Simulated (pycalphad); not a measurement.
CALPHAD calculation (pycalphad, COST 507 light-alloy database (1999)), 1 atm. These are 1990s assessments: newer ones move some temperatures and phases. Phase fractions are per mole of atoms.

Q: Give the equilibrium state of Si-87.66Sn (wt.%) at 877 °C.

A: 
```
T = 1150.00 K, P = 101325 Pa, N = 1 mol of atoms
G = -69280 J/mol, H = 28135 J/mol, S = 84.71 J/(mol K)  (SER reference)
chemical potentials (J/mol): Si -37765, Sn -88028
phase             fraction      x(Si)      x(Sn)
LIQUID              0.6350     0.0126     0.9874
DIAMOND_A4          0.3650     1.0000   4.06e-07
```

DIAMOND_A4 is diamond (Si).
